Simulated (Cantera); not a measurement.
An adiabatic, constant-volume homogeneous reactor starts with CH4 : CO : O2 : N2 = 1 : 1.4 : 5.09 : 17.8 (molar parts), equivalence ratio 0.53, at 1023 K and 5.80 bar. Integrator tolerance rtol = 1e-08.

Model: GRI-Mech 3.0 (53 species, 325 reactions), integrated in Cantera.

Question: What does this change do: pressure from 5.80 bar to 0.220 bar?

Answer: 
| quantity | before | after |
|---|---|---|
| time of steepest temperature rise | 0.138 s | not reached |
| temperature at 0.300 s | 2496 K | 1023 K |
| equilibrium temperature | 2496 K | 2403 K |
| x(CH4) at 0.300 s | <1e-12 (gas-phase equilibrium <1e-12) | 0.0395 (gas-phase equilibrium <1e-12) |
| x(CO) at 0.300 s | 0.00307 (gas-phase equilibrium 0.00307) | 0.0553 (gas-phase equilibrium 0.00883) |
| x(O2) at 0.300 s | 0.0895 (gas-phase equilibrium 0.0895) | 0.201 (gas-phase equilibrium 0.0914) |
| x(OH) at 0.300 s | 0.00529 (gas-phase equilibrium 0.00529) | 1.11e-9 (gas-phase equilibrium 0.00877) |
| x(C2H) at 0.300 s | <1e-12 (gas-phase equilibrium <1e-12) | <1e-12 (gas-phase equilibrium <1e-12) |

Question: What does this change do: initial temperature 1023 to 1300 K?

Answer: 
```tsv
quantity	before	after
time of steepest temperature rise	0.138 s	1.73 ms
temperature at 0.300 s	2496 K	2656 K
equilibrium temperature	2496 K	2656 K
x(CH4) at 0.300 s	<1e-12 (gas-phase equilibrium <1e-12)	<1e-12 (gas-phase equilibrium <1e-12)
x(CO) at 0.300 s	0.00307 (gas-phase equilibrium 0.00307)	0.00717 (gas-phase equilibrium 0.00717)
x(O2) at 0.300 s	0.0895 (gas-phase equilibrium 0.0895)	0.0879 (gas-phase equilibrium 0.0879)
x(OH) at 0.300 s	0.00529 (gas-phase equilibrium 0.00529)	0.00868 (gas-phase equilibrium 0.00868)
x(C2H) at 0.300 s	<1e-12 (gas-phase equilibrium <1e-12)	<1e-12 (gas-phase equilibrium <1e-12)
```

Question: What does this change do: constant pressure in place of constant volume?

Answer: 
| quantity | before | after |
|---|---|---|
| time of steepest temperature rise | 0.138 s | 0.143 s |
| temperature at 0.300 s | 2496 K | 2242 K |
| equilibrium temperature | 2496 K | 2241 K |
| x(CH4) at 0.300 s | <1e-12 (gas-phase equilibrium <1e-12) | <1e-12 (gas-phase equilibrium <1e-12) |
| x(CO) at 0.300 s | 0.00307 (gas-phase equilibrium 0.00307) | 0.00106 (gas-phase equilibrium 0.00105) |
| x(O2) at 0.300 s | 0.0895 (gas-phase equilibrium 0.0895) | 0.0926 (gas-phase equilibrium 0.0923) |
| x(OH) at 0.300 s | 0.00529 (gas-phase equilibrium 0.00529) | 0.00276 (gas-phase equilibrium 0.00275) |
| x(C2H) at 0.300 s | <1e-12 (gas-phase equilibrium <1e-12) | <1e-12 (gas-phase equilibrium <1e-12) |
